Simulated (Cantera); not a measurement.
Mixture: H2 : O2 : N2 = 1 : 0.62 : 3.03 (molar parts), at 3.70 bar, adiabatic and at constant pressure. Ignition delay is the time to a rise of 400 K.

Model: GRI-Mech 3.0 (53 species, 325 reactions), integrated in Cantera. The hydrogen kinetics of GRI-Mech 3.0 are dated; newer H2 mechanisms differ, most at raised pressure.

Q: Predict: delay at 1073 K; delay at 1123 K; delay at 1173 K; delay at 1223 K; delay at 1273 K; delay at 1323 K; apparent activation energy between 1223 and 1323 K.

A: 
```
Quantity                                                Value
--------------------------------------------------  ---------
delay at 1073 K                                      0.801 ms
delay at 1123 K                                       59.6 µs
delay at 1173 K                                       26.2 µs
delay at 1223 K                                       16.5 µs
delay at 1273 K                                       11.9 µs
delay at 1323 K                                       9.14 µs
apparent activation energy between 1223 and 1323 K  80 kJ/mol
```
